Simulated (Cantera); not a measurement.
## Reactions in the system C-Cu-H-O

Source: NASA polynomial tables (part measured, part estimated), evaluated in Cantera. Values are per mole of reaction as written; species without (g) are pure solids or liquids, kept so even where they would boil at 1 bar.

6 CO(g) + C2H6(g) + 3 Cu ⇌ 3 Cu(OH)2 + 8 C

| T (K) | ΔH° (kJ) | ΔS° (J/K) | ΔG° (kJ) | log10 K |
|---|---|---|---|---|
| 300 | -604.0 | -1143.3 | -261.0 | 45.45 |
| 975 | -533.7 | -1029.3 | 469.9 | -25.17 |
| 1025 | -527.5 | -1023.1 | 521.2 | -26.56 |
| 1075 | -521.3 | -1017.2 | 572.2 | -27.80 |
| 1125 | -515.3 | -1011.7 | 622.9 | -28.92 |
| 1175 | -509.3 | -1006.6 | 673.4 | -29.94 |
| 1225 | -503.5 | -1001.7 | 723.6 | -30.85 |
| 1275 | -497.8 | -997.2 | 773.6 | -31.69 |
